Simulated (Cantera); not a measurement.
Feed: 1 mol CH3SiH3, 2.2 mol CH4, 3.6 mol H2, at 1050 °C and 10.0 mbar.

Equilibrium computed with Cantera from the NASA thermochemical tables; the gas is ideal and each condensed phase is pure. Candidate condensed phases: C, C6H6, C7H8, C8H18, Si, SiC; 87 gas species. The feed counts by its element totals alone. The numbers say what is thermodynamically allowed, not how fast it happens.

Base state: H2 1.000, CH4 6.79e-5, H 1.59e-5 (mole fractions); condensed: C(graphite) + SiC(s).

Question: What changes in the equilibrium state with this change: CH3SiH3 replaced by SiH4?

Answer: 
```csv
species,before,after
H2,1.000,1.000
CH4,6.79e-5,6.79e-5
H,1.59e-5,1.59e-5
"C(graphite), mol",2.20,1.20
"SiC(s), mol",1.00,1.00
```

Question: What changes in the equilibrium state with this change: 0.017 mol H2O added?

Answer: 
```csv
species,before,after
H2,1.000,0.998
CO,0,0.00154
CH4,6.79e-5,6.77e-5
H,1.59e-5,1.59e-5
"C(graphite), mol",2.20,2.18
"SiC(s), mol",1.00,1.000
```
Further candidate phases: H2O, SiO2.
